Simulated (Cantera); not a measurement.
Input: 1 mol B, 0.075 mol O2, 79 mol H2, held at 2027 °C and 7.50 Torr.

Method: chemical equilibrium by Gibbs-energy minimisation in Cantera with the NASA 1993 tables (ideal gas, pure condensed phases). Candidate condensed phases: B, B2O3, B3O3H3, H2O; 23 gas species. The tables' values for BH2 are old estimates; treat these amounts as uncertain. Rates play no part.

Base state: H2 0.903, H 0.0920, BH2 0.00188, B 0.00101, BO 0.000947, HBO 0.000830, BH 8.46e-5, B2O 2.68e-5 (mole fractions); condensed: B(s).

Task: What changes in the equilibrium state with this change: temperature from 2027 °C to 1950 °C?

Result: 
| species | before | after |
|---|---|---|
| H2 | 0.903 | 0.934 |
| H | 0.0920 | 0.0619 |
| BH2 | 0.00188 | 0.00138 |
| B | 0.00101 | 0.000374 |
| BH | 8.46e-5 | 3.96e-5 |
| B2O | 2.68e-5 | 1.95e-5 |
| HBO | 0.000830 | 0.00101 |
| B(s), mol | 0.600 | 0.702 |
